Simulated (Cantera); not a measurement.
Feed: 1 mol Ta₂O₅, 11 mol H₂, 1.6 mol H₂O, equilibrated at 1900 °C and 0.338 Torr.

These are equilibrium values from Cantera (NASA tables, ideal gas, pure condensed phases), not measurements of a reactor. Candidate condensed phases: H₂O, Ta, Ta₂O₅; 12 gas species. Rates play no part.

Base state: H₂ 0.690, H 0.189, H₂O 0.111, TaO₂ 0.00460, OH 0.00409, O 0.000786, O₂ 5.36e-5, TaO 1.98e-5 (mole fractions); condensed: Ta₂O₅(l).

### Question
What changes in the equilibrium state with this change: temperature from 1900 °C to 1050 °C?

### Answer
```
species          before    after
-------------  --------  -------
H₂                0.690    0.873
H₂O               0.111    0.127
H                 0.189  7.00e-5
TaO₂            0.00460    <1e-9
O              0.000786    <1e-9
O₂              5.36e-5    <1e-9
OH              0.00409  1.47e-7
TaO             1.98e-5    <1e-9
Ta₂O₅(l), mol     0.968        0
Ta₂O₅(s), mol         0     1.00
```
